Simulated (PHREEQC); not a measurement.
A made-up water analysis in mmol/kgw, 25 °C, pH 6.24:

```
constituent           mmol/kgw
--------------------  --------
Na                         138
K                         5.26
Ca                        19.6
Mg                          22
Cl                         176
S(6)                      17.4
Alkalinity (meq/kgw)      11.8
```

Valence states are taken as typed.

Equilibrium calculation in PHREEQC: Pitzer model, pitzer.dat.

### Question
The ionic strength comes out as 0.283 mol/kgw. What activity coefficients do Mg+2, K+, Cl-, HCO3-, SO4-2 get?

### Answer
Mg+2 0.28, K+ 0.71, Cl- 0.69, HCO3- 0.73, SO4-2 0.15. Single-ion values are on the MacInnes scale.

Precipitation was switched off in this run. Species that the database lacks are ignored.
